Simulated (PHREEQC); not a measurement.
PHREEQC input (ion-association model, wateq4f.dat):

```
SOLUTION_MASTER_SPECIES
  Tma  Tma+  0  Tma  74.145  # tetramethylammonium, taken as a free cation
SOLUTION_SPECIES
  Tma+ = Tma+
    -log_k 0
    -gamma 4.0 0
SOLUTION 1
  temp 25
  units mol/kgw
  pH 7 charge
END
SELECTED_OUTPUT 1
  -reset false
  -pH true
  -pe true
  -ionic_strength true
  -water true
  -totals Fe K S Tma Fe(2) Fe(3) S(-2) S(6)
  -molalities H+ Fe+2 K+ SO4-2 Fe+3 FeOH+2 FeOH+ Fe(OH)3- FeSO4+ FeSO4
    KSO4- HSO4- H2S HS- S-2 O2 Fe(OH)2+ Fe(OH)3 Fe(OH)4- Fe(OH)2
    FeHSO4+ OH- FeHSO4+2 Fe(SO4)2- Fe2(OH)2+4 Fe3(OH)4+5 Fe(HS)2 Fe(HS)3- Tma+
  -equilibrium_phases Jarosite-K Fe(OH)3(a)
PRINT
  -reset false
USE solution 1
REACTION 1
  TmaOH 1
  0 0.00833 0.0167 0.025 0.0333 0.0417 0.05 0.0583 0.0667 0.075 0.0833 0.0917 0.1 moles
EQUILIBRIUM_PHASES 1
  Jarosite-K 0 0.5
  Fe(OH)3(a) 0 0
  O2(g) -0.68 10
END
```

Selected output (columns that matter, 13 of 13 rows; TMAH added (mol) added in front):

```
TMAH added (mol)	pH	mu	Fe	K	S	Tma	m_H+	m_K+	m_SO4-2	m_FeOH+2	m_KSO4-	m_Fe(OH)2+	Jarosite-K	Fe(OH)3(a)
0	3.8916	0.0003531	3.1241e-05	5.7802e-05	0.0001156	0	0.00013105	5.776e-05	0.00011403	9.0139e-06	4.2471e-08	2.1809e-05	0.49994	0.00014217
0.00833	5.4351	0.016543	7.2359e-07	0.0027787	0.0055574	0.00833	4.0964e-06	0.0027157	0.005493	1.1159e-08	6.3044e-05	6.9089e-07	0.49722	0.0083354
0.0167	5.68	0.032986	4.3416e-07	0.0055681	0.011136	0.0167	2.4002e-06	0.0053584	0.010925	4.2348e-09	0.00020961	4.0858e-07	0.49443	0.016704
0.025	5.8161	0.04918	3.3024e-07	0.0083345	0.016669	0.025	1.7872e-06	0.0079226	0.016256	2.5183e-09	0.0004119	3.0649e-07	0.49167	0.025003
0.0333	5.9102	0.065285	2.7469e-07	0.011101	0.022202	0.0333	1.4591e-06	0.010442	0.021542	1.7735e-09	0.00065907	2.5177e-07	0.4889	0.033303
0.0417	5.9824	0.081508	2.3913e-07	0.013901	0.027802	0.0417	1.2489e-06	0.012953	0.026853	1.3611e-09	0.00094754	2.167e-07	0.4861	0.041703
0.05	6.0398	0.097472	2.146e-07	0.016668	0.033335	0.05	1.1041e-06	0.015402	0.032068	1.1064e-09	0.0012654	1.925e-07	0.48333	0.050002
0.0583	6.0877	0.11338	1.963e-07	0.019434	0.038868	0.0583	9.9626e-07	0.017822	0.037255	9.3248e-10	0.0016122	1.7445e-07	0.48057	0.058302
0.0667	6.1292	0.12942	1.8189e-07	0.022234	0.044468	0.0667	9.1138e-07	0.020244	0.042477	8.0511e-10	0.0019899	1.6024e-07	0.47777	0.066702
0.075	6.1651	0.14523	1.7042e-07	0.025001	0.050002	0.075	8.4398e-07	0.022614	0.047613	7.0995e-10	0.002387	1.4894e-07	0.475	0.075002
0.0833	6.1969	0.16099	1.6093e-07	0.027767	0.055535	0.0833	7.8834e-07	0.024961	0.052727	6.354e-10	0.0028062	1.396e-07	0.47223	0.083302
0.0917	6.2258	0.1769	1.5283e-07	0.030567	0.061135	0.0917	7.4097e-07	0.027316	0.057882	5.748e-10	0.0032513	1.3163e-07	0.46943	0.091702
0.1	6.2518	0.19258	1.4598e-07	0.033334	0.066668	0.1	7.0093e-07	0.029624	0.062956	5.2564e-10	0.0037103	1.249e-07	0.46667	0.1
```

(CH3)4N+ isn't in the database: it is added as a free cation with an ion size of 4 Å.
